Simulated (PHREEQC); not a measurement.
Model water analysis in mg/kgw, 25 °C, pH 3.99, pe 9.8:

```
constituent  mg/kgw
-----------  ------
Na             1560
K               246
Ca             22.4
Mg              504
Cl             1090
S(6) as SO4    4200
Zn             11.5
```

Valence states are taken as typed.

All values are PHREEQC results (ion-association model, wateq4f.dat), not measurements.

Q: The ionic strength comes out as 0.136 mol/kgw. What activity coefficients do KSO4-, K+, Zn(SO4)2-2, HSO4-, Na+ get?

A: KSO4- 0.77, K+ 0.74, Zn(SO4)2-2 0.34, HSO4- 0.76, Na+ 0.77.

Precipitation was switched off in this run.
